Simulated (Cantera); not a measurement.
An adiabatic, constant-pressure homogeneous reactor starts with CH4 : O2 : N2 = 1 : 5.71 : 21.5 (molar parts), equivalence ratio 0.35, at 1523 K and 0.454 atm. Integrator tolerance rtol = 1e-08.

Computed with Cantera and GRI-Mech 3.0 (53 species, 325 reactions).

Question: What does this change do: 0.12 parts H2 added?

Answer: 
```csv
quantity,before,after
time of steepest temperature rise,1.37 ms,0.884 ms
temperature at 1.00 s,2213 K,2232 K
equilibrium temperature,2213 K,2232 K
x(CH4) at 1.00 s,<1e-12 (gas-phase equilibrium <1e-12),<1e-12 (gas-phase equilibrium <1e-12)
x(O2) at 1.00 s,0.125 (gas-phase equilibrium 0.125),0.122 (gas-phase equilibrium 0.122)
x(CO2) at 1.00 s,0.0344 (gas-phase equilibrium 0.0344),0.0342 (gas-phase equilibrium 0.0342)
x(NO) at 1.00 s,0.00963 (gas-phase equilibrium 0.00985),0.0101 (gas-phase equilibrium 0.0102)
x(CO) at 1.00 s,0.000951 (gas-phase equilibrium 0.000949),0.00109 (gas-phase equilibrium 0.00108)
```
